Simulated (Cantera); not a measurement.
Mixture: 4.34 % CH4, 2.26 % CO, 19.6 % O2, 73.8 % N2, at 4.93 atm, adiabatic and at constant volume. Ignition delay is the time to a rise of 400 K.

Model: GRI-Mech 3.0 (53 species, 325 reactions), integrated in Cantera.

Predict: delay at 1300 K; delay at 1400 K; delay at 1500 K; delay at 1600 K; delay at 1700 K; delay at 1800 K; apparent activation energy between 1600 and 1800 K.


```
Item                                                     Value
--------------------------------------------------  ----------
delay at 1300 K                                        2.14 ms
delay at 1400 K                                       0.669 ms
delay at 1500 K                                       0.242 ms
delay at 1600 K                                       0.101 ms
delay at 1700 K                                        47.3 µs
delay at 1800 K                                        24.6 µs
apparent activation energy between 1600 and 1800 K  170 kJ/mol
```
